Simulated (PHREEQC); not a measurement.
Consider water at 25 °C with 0.27 mol/kgw ZnSO4, 0.0027 mol/kgw CaCl2, 0.00029 mol/kgw HCl and 0.00019 mol/kgw NaCl. Closed to the air; pH follows from the charge balance.

All values are PHREEQC results (ion-association model, wateq4f.dat), not measurements.

```csv
quantity,before,after
pH,4.09,3.66
ionic strength (mol/kgw),0.497,0.799
Cl- (mol/kgw),0.00543,0.00510
Ca+2 (mol/kgw),0.00158,0.00270
Na+ (mol/kgw),0.000176,0.000190
SI of Halite (NaCl),-7.94,-7.96
SI of Portlandite (Ca(OH)2),-18.02,-18.66
```

Q: Name the change that produced these shifts.
(A) ZnSO4 replaced by ZnBr2 at the same molality
(B) ZnSO4 from 0.27 to 0.054 mol/kgw
(C) ZnSO4 replaced by (NH4)2SO4 at the same molality
(D) diluted 2-fold with water

A: A, ZnSO4 replaced by ZnBr2 at the same molality

Precipitation was switched off in this run. The ionic strength passes 0.7 mol/kgw, the rough limit of the ion-association models, in after.
